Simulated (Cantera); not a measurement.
Charge: 1 mol Mg(OH)2, 0.6 mol CO2, equilibrated at 2400 Torr.

Equilibrium computed with Cantera from the NASA thermochemical tables; the gas is ideal and each condensed phase is pure. Candidate condensed phases: C, C6H6, C7H8, C8H18, H2O, Mg, MgCO3, MgO, Mg(OH)2; 116 gas species. Rates play no part. All values below are at 1650 K.

Base state: H2O 0.624, CO2 0.374, CO 0.000445, O2 0.000315, H2 0.000231, OH 9.43e-5 (mole fractions); condensed: MgO(s).

**Question.** What changes in the equilibrium state with this change: pressure from 2400 Torr to 7.50 Torr?

**Answer.** 
| species | before | after |
|---|---|---|
| H2O | 0.624 | 0.622 |
| CO2 | 0.374 | 0.371 |
| CO | 0.000445 | 0.00302 |
| H | 7.72e-7 | 3.61e-5 |
| O | 2.57e-7 | 1.20e-5 |
| H2 | 0.000231 | 0.00158 |
| OH | 9.43e-5 | 0.000643 |
| O2 | 0.000315 | 0.00214 |
| MgO(s), mol | 1.000 | 1.000 |
